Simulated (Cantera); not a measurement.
A closed system holds: 1 mol S, 1.3 mol H2O, 0.4 mol N2, 0.082 mol H2, equilibrated at 15.0 Pa.

Equilibrium computed with Cantera from the NASA thermochemical tables; the gas is ideal and each condensed phase is pure. Candidate condensed phases: H2O, H2SO4, S; 35 gas species. Rates play no part. All values below are at 1100 °C.

Base state: H2O 0.371, H2 0.202, N2 0.168, S2 0.160, SO2 0.0845, H2S 0.00703, SO 0.00580, SH 0.00168 (mole fractions); condensed: gas only.

Question: What changes in the equilibrium state with this change: S replaced by HBr?

Answer: 
| species | before | after |
|---|---|---|
| H2O | 0.371 | 0.454 |
| HBr | 0 | 0.293 |
| N2 | 0.168 | 0.140 |
| S2 | 0.160 | 0 |
| H2 | 0.202 | 0.0569 |
| SO2 | 0.0845 | 0 |
| Br | 0 | 0.0566 |
| H2S | 0.00703 | 0 |
| SO | 0.00580 | 0 |
Further candidate phases: Br2.
